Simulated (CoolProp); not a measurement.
Saturation properties of n-pentane (Tc = 469.7 K, pc = 3.368 MPa, ω = 0.251).

Values from CoolProp's reference Helmholtz-energy equation of state, Thol 2019.

```
T (K)  p (MPa)  vapour density (kg/m³)  enthalpy of vaporisation (kJ/kg)  surface tension (mN/m)  vapour viscosity (µPa s)
-----  -------  ----------------------  --------------------------------  ----------------------  ------------------------
287.3  0.04489                   1.390                             374.6                    16.7                      6.46
298.8  0.07002                   2.105                             365.9                    15.4                      6.70
310.2   0.1048                   3.070                                 …                    14.1                      6.92
321.7   0.1523                   4.364                             347.4                       …                      7.14
333.1   0.2143                   6.033                             337.4                    11.7                      7.35
344.6   0.2948                       …                             326.6                    10.5                      7.54
356.1   0.3964                   10.91                             315.2                    9.27                      7.72
367.5   0.5213                   14.29                             302.9                    8.12                      7.89
379          …                   18.53                             289.6                    6.99                      8.06
390.5   0.8599                   23.80                             274.9                    5.89                      8.22
401.9    1.078                   30.29                             258.9                    4.83                      8.38
413.4    1.338                   38.51                             240.9                       …                         …
424.8        …                   48.90                             220.4                    2.85                      8.75
436.3    1.991                   62.66                             196.2                    1.94                      9.02
```

Question: What belongs in the gaps?

Answer: 
- 310.2, enthalpy of vaporisation (kJ/kg): 356.9
- 321.7, surface tension (mN/m): 12.9
- 344.6, vapour density (kg/m³): 8.187
- 379, p (MPa): 0.6749
- 413.4, surface tension (mN/m): 3.81
- 413.4, vapour viscosity (µPa s): 8.55
- 424.8, p (MPa): 1.638

It boils at 309.2 K under 1 atm.

Viscosity comes from a separate model (Quiñones-Cisneros 2006), older than the equation that it now runs on, and unchecked against measurements. Surface tension comes from a separate correlation (Mulero 2012).
